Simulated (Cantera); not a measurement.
A perfectly stirred reactor is fed with CH4 : O2 : N2 = 0.0091 : 0.0037 : 1 (molar parts), equivalence ratio 4.9, at 2.00 bar; it is held at 1475 K, and followed from long to short residence time.

Detailed kinetics in Cantera: GRI-Mech 3.0 (53 species, 325 reactions).

x: mole fraction; the columns are a selection and need not sum to one.

| τ (s) | x CH4 | x O2 | x CH2CO | x CH3 | x NO |
|---|---|---|---|---|---|
| 25 | 0.00167 | 1.39e-5 | 4.59e-7 | ? | 1.47e-9 |
| 4.5 | 0.00271 | 7.29e-5 | 1.70e-6 | ? | 2.62e-9 |
| 0.82 | 0.00375 | 0.000300 | 4.98e-6 | ? | 4.25e-9 |
| 0.15 | 0.00494 | 0.00103 | 8.87e-6 | ? | 4.34e-9 |
| 0.028 | 0.00754 | 0.00301 | 5.83e-6 | ? | 3.39e-10 |
| 0.0050 | 0.00891 | 0.00363 | 2.81e-8 | ? | 1.10e-12 |
| 0.00092 | 0.00898 | 0.00365 | 4.71e-11 | ? | <1e-12 |

Complete the blanks.


- 25, x CH3: 3.45e-6
- 4.5, x CH3: 7.21e-6
- 0.82, x CH3: 1.40e-5
- 0.15, x CH3: 2.55e-5
- 0.028, x CH3: 3.54e-5
- 0.0050, x CH3: 1.49e-5
- 0.00092, x CH3: 4.86e-6
